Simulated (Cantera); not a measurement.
An isothermal, constant-pressure homogeneous reactor starts with NH₃ : H₂ = 1 : 0.42 (molar parts), at 2248 K and 20.0 Torr.

Model: the gas-phase N/H chemistry of the illustrative SiF4/NH3 mechanism in the Surface Chemkin manual (1991), integrated in Cantera. Walls and surfaces, which speed up NH3 decomposition in real reactors, are not modelled.

x: mole fraction; the columns are a selection and need not sum to one.

| t (s) | x NH₃ | x H₂ | x NH | x N₂ | x N |
|---|---|---|---|---|---|
| 1.00e-6 | 0.704 | 0.296 | 7.37e-12 | <1e-12 | <1e-12 |
| 7.17e-6 | 0.704 | 0.296 | ? | <1e-12 | <1e-12 |
| 5.14e-5 | 0.704 | 0.296 | ? | 4.05e-9 | 6.58e-10 |
| 0.000368 | 0.702 | 0.296 | ? | 2.12e-5 | 4.20e-7 |
| 0.00264 | 0.683 | 0.308 | 7.94e-5 | 0.00484 | 4.49e-6 |
| 0.0189 | 0.554 | 0.399 | 7.79e-5 | 0.0427 | 5.11e-6 |
| 0.136 | 0.165 | 0.674 | ? | 0.157 | 6.25e-6 |
| 0.973 | 2.71e-5 | 0.773 | ? | 0.204 | 2.61e-6 |
| 6.97 | 1.36e-7 | 0.758 | ? | 0.203 | 7.39e-8 |
| 50.0 | 1.11e-7 | 0.758 | ? | 0.203 | 5.99e-8 |

Q: What belongs in the gaps?

A: 
- 7.17e-6, x NH: 1.68e-9
- 5.14e-5, x NH: 2.51e-7
- 0.000368, x NH: 1.61e-5
- 0.136, x NH: 5.65e-5
- 0.973, x NH: 1.70e-6
- 6.97, x NH: 2.71e-8
- 50.0, x NH: 2.19e-8
